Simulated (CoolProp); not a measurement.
Properties of the fluoroketone C6F12O (FK-5-1-12) at several states (Tc = 168.7 °C, pc = 1.869 MPa, ω = 0.471).

Values from CoolProp's reference Helmholtz-energy equation of state, McLinden 2015.

| T (°C) | p (MPa) | phase | density (kg/m³) | cp (kJ/(kg K)) | cv (kJ/(kg K)) | speed of sound (m/s) | fugacity coefficient |
|---|---|---|---|---|---|---|---|
| 136.35 | 0.0133 | gas | 1.239 | 0.9680 | 0.9412 | 104.9 | 0.9967 |
| -32.95 | 2.49 | liquid | 1773 | 1.090 | 0.8750 | 703.8 | 0.0008092 |
| 30.95 | 1.56 | liquid | 1592 | 1.103 | 0.8893 | 498.1 | 0.03581 |
| 132.95 | 5.73 | liquid | 1289 | 1.197 | 0.9765 | 279.9 | 0.1795 |
| 119.15 | 1.52 | liquid | 1270 | 1.230 | 0.9697 | 238.0 | 0.3916 |
| 118.55 | 0.477 | gas | 55.01 | 1.005 | 0.9424 | 86.99 | 0.8630 |
